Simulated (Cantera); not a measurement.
Source: NASA polynomial tables (part measured, part estimated), evaluated in Cantera. Values are per mole of reaction as written; species without (g) are pure solids or liquids, kept so even where they would boil at 1 bar.

### Question
Between 2098 and 2498 K, where is each reaction favourable under standard conditions?
- 3 Nb + 2 O3(g) → 3 NbO2

### Answer
- 3 Nb + 2 O3(g) → 3 NbO2: ΔG° is -1878 kJ at 2098 K and -1785 kJ at 2498 K; it stays negative (K > 1). ΔH° is -2303 kJ and ΔS° -207 J/K at 2498 K.
